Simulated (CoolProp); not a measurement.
Computed with CoolProp (reference Helmholtz-energy equation of state, Thol 2019).

Question: Give the vapour pressure (kPa), liquid density (kg/m³), vapour density (kg/m³), liquid cp (kJ/(kg K)) of saturated tetradecamethylhexasiloxane (MD4M) at 495.3, 507.6 K.

Answer: 
```tsv
T (K)	p (kPa)	liquid density (kg/m³)	vapour density (kg/m³)	liquid cp (kJ/(kg K))
495.3	40.9	684	4.86	2.13
507.6	56.1	670	6.63	2.15
```
